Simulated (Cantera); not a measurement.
An adiabatic, constant-pressure homogeneous reactor starts with CO : H2 : O2 : N2 = 1 : 0.19 : 0.238 : 0.895 (molar parts), at 975 K and 420 Torr.

Detailed kinetics in Cantera: GRI-Mech 3.0 (53 species, 325 reactions).

x: mole fraction; the columns are a selection and need not sum to one.

| t (s) | T (K) | x CO | x H2 | x O2 | x HO2 | x H2O2 | x CO2 |
|---|---|---|---|---|---|---|---|
| 2.00e-6 | 975 | 0.430 | 0.0818 | 0.102 | 3.55e-12 | <1e-12 | 3.03e-11 |
| 5.79e-6 | 975 | 0.430 | 0.0818 | 0.102 | 1.25e-11 | <1e-12 | 9.49e-11 |
| 1.68e-5 | 975 | 0.430 | 0.0818 | 0.102 | 7.37e-11 | <1e-12 | 3.36e-10 |
| 4.85e-5 | 975 | 0.430 | 0.0818 | 0.102 | 7.61e-10 | <1e-12 | 1.56e-9 |
| 0.000140 | 975 | 0.430 | 0.0818 | 0.102 | 1.36e-8 | 1.24e-11 | 1.70e-8 |
| 0.000406 | 975 | 0.430 | 0.0818 | 0.102 | 2.79e-6 | ___ | 3.39e-6 |
| 0.00118 | 2114 | 0.321 | 0.0216 | 0.00716 | 8.62e-7 | ___ | 0.143 |
| 0.00340 | 2431 | 0.320 | 0.0216 | 0.00112 | 1.80e-7 | ___ | 0.156 |
| 0.00985 | 2471 | 0.320 | 0.0217 | 0.000449 | 9.23e-8 | 6.89e-9 | 0.158 |
| 0.0285 | 2471 | 0.320 | 0.0218 | 0.000432 | 8.94e-8 | 6.73e-9 | 0.157 |
| 0.0825 | 2470 | 0.320 | 0.0218 | 0.000428 | 8.85e-8 | 6.68e-9 | 0.157 |
| 0.239 | 2470 | 0.320 | 0.0218 | 0.000427 | 8.84e-8 | 6.67e-9 | 0.157 |
| 0.691 | 2470 | 0.320 | 0.0218 | 0.000427 | 8.84e-8 | 6.67e-9 | 0.157 |
| 2.00 | 2470 | 0.320 | 0.0218 | 0.000427 | 8.84e-8 | 6.67e-9 | 0.157 |

Problem. Some entries are withheld; supply them.

Solution. 
- 0.000406, x H2O2: 5.38e-9
- 0.00118, x H2O2: 5.27e-8
- 0.00340, x H2O2: 1.14e-8
